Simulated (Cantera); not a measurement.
Input (Python, Cantera) and output of one run.

```python
import numpy as np
import cantera as ct

gas_names = [...]  # 87 gases of nasa_gas.yaml made of C, H, Si
cond_names = """
    C(gr) C6H6(L) C7H8(L) C8H18(L),n-octa Si(cr) Si(L) SiC(b)
""".split()


# ... load() reads the species with a 1 bar reference pressure and builds the phases ...
atoms = {
    'CH3SiH3': {'C': 1, 'H': 6, 'Si': 1},
    'C3H8': {'C': 3, 'H': 8},
    'H2': {'H': 2},
}
top_T = {'C(gr)': 4500, 'SiC(b)': 3050}  # K; cautious upper limits of use, not melting points


# ... equilibrate(T, P, feed) seeds the gas with the atoms and calls Mixture.equilibrate('TP', solver="vcs", rtol=1e-11, max_steps=5000) ...
results = []
feed = {'CH3SiH3': 1, 'C3H8': 0.19, 'H2': 1.7}  # mol
P = 2400  # Pa
for T in [1775, 1850, 1925, 2000, 2075, 2150, 2225, 2300]:
    mix = equilibrate(T, P, feed)
    results.append((T, P, feed, dict(zip(mix.species_names, mix.species_moles))))
    x = sorted(zip(gas.X, gas.species_names), reverse=True)
    print(f"T = {T:g} K  P = {P:g} Pa  gas = {mix.phase_moles(0):.4g} mol")
    print("   x: " + "  ".join(f"{s} {v:.3e}" for v, s in x if v > 0.0001))
    print("   condensed (mol): " + ("  ".join(f"{mix.phase(i).name} {mix.phase_moles(i):.4g}"
          for i in range(1, mix.n_phases) if mix.phase_moles(i) > 1e-12) or "none"))
```

Output:

```
T = 1775 K  P = 2400 Pa  gas = 5.465 mol
   x: H2 9.980e-01  H 1.866e-03  C2H2,acetylene 1.421e-04
   condensed (mol): C(gr) 0.5683  SiC(b) 1
T = 1850 K  P = 2400 Pa  gas = 5.469 mol
   x: H2 9.962e-01  H 3.471e-03  C2H2,acetylene 2.606e-04
   condensed (mol): C(gr) 0.5671  SiC(b) 0.9999
T = 1925 K  P = 2400 Pa  gas = 5.477 mol
   x: H2 9.933e-01  H 6.150e-03  C2H2,acetylene 4.549e-04
   condensed (mol): C(gr) 0.5651  SiC(b) 0.9998
T = 2000 K  P = 2400 Pa  gas = 5.489 mol
   x: H2 9.887e-01  H 1.044e-02  C2H2,acetylene 7.595e-04
   condensed (mol): C(gr) 0.5622  SiC(b) 0.9993
T = 2075 K  P = 2400 Pa  gas = 5.509 mol
   x: H2 9.814e-01  H 1.703e-02  C2H2,acetylene 1.218e-03  Si 3.040e-04
   condensed (mol): C(gr) 0.5584  SiC(b) 0.9979
T = 2150 K  P = 2400 Pa  gas = 5.54 mol
   x: H2 9.702e-01  H 2.682e-02  C2H2,acetylene 1.879e-03  Si 8.587e-04
   condensed (mol): C(gr) 0.5542  SiC(b) 0.9939
T = 2225 K  P = 2400 Pa  gas = 5.589 mol
   x: H2 9.535e-01  H 4.083e-02  C2H2,acetylene 2.797e-03  Si 2.259e-03  SiC2 2.385e-04  Si2C 1.442e-04  SiH 1.441e-04
   condensed (mol): C(gr) 0.5517  SiC(b) 0.9834
T = 2300 K  P = 2400 Pa  gas = 5.67 mol
   x: H2 9.286e-01  H 6.020e-02  Si 5.575e-03  C2H2,acetylene 4.013e-03  SiC2 7.696e-04  Si2C 4.531e-04  SiH 3.057e-04
   condensed (mol): C(gr) 0.5562  SiC(b) 0.9566
```

These are equilibrium values from Cantera (NASA tables, ideal gas, pure condensed phases), not measurements of a reactor. The feed counts by its element totals alone. Gases not in the tables: Si2H6 and higher silanes.
